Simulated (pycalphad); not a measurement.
Computed with pycalphad from the COST 507 light-alloy database (1999), at 1 atm. The data set is of 1999 and partly superseded. Amounts are mole fractions of atoms.

Task: Give the equilibrium state of Al-0.86Si-9.14C (at.%) at 625 K.

Result: 
```
T = 625.00 K, P = 101325 Pa, N = 1 mol of atoms
G = -25759 J/mol, H = 1280 J/mol, S = 43.26 J/(mol K)  (SER reference)
chemical potentials (J/mol): Al -21169, Si -41371, C -69489
phase             fraction      x(Al)      x(Si)       x(C)
FCC_A1              0.7896     1.0000   7.79e-06   1.84e-14
AL8SIC7             0.1375     0.5000     0.0625     0.4375
AL4C3               0.0729     0.5714   3.52e-06     0.4286
```

Task: Give the equilibrium state of Al-0.86Si-9.14C (at.%) at 1800 K.

Result: liquid, fraction 0.793, with 1.1 Si, 0.34 C at.%; AL4C3, fraction 0.207, with 0.05 Si, 42.9 C at.%.

Database names, with the compositions (at.%) that they take in these runs: AL4C3: Al 57 C 43; AL8SIC7: Al 50 C 44 Si 6. FCC_A1 is fcc.
